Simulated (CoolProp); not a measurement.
Vapour-liquid equilibrium of R113 (1) + benzene (2) at 0.248 MPa; x and y are mole fractions of (1).

The numbers come from the multi-fluid Helmholtz-energy mixture model, Marx 1992 and Thol 2012; pair parameters Bell 2016 in CoolProp.

| x | bubble temperature (K) | y at the bubble point | dew temperature at overall composition x (K) | liquid density (mol/L) |
|---|---|---|---|---|
| 0.05 | 380.5 | 0.153 | 383.8 | 9.829 |
| 0.2 | 370.6 | 0.431 | 378.9 | 9.459 |
| 0.35 | 364.5 | 0.587 | 373.6 | 9.075 |
| 0.5 | 360.2 | 0.697 | 367.9 | 8.704 |
| 0.65 | 356.8 | 0.790 | 362.0 | 8.355 |
| 0.8 | 354.0 | 0.879 | 356.5 | … |
| 0.95 | 351.5 | … | 352.0 | … |

Q: Some entries are withheld; supply them.

A: 
- 0.8, liquid density (mol/L): 8.032
- 0.95, y at the bubble point: 0.969
- 0.95, liquid density (mol/L): 7.733

No azeotrope shows between x = 0.05 and 0.95.

The pair parameters rest on a limited set of measurements; away from them the model extrapolates.
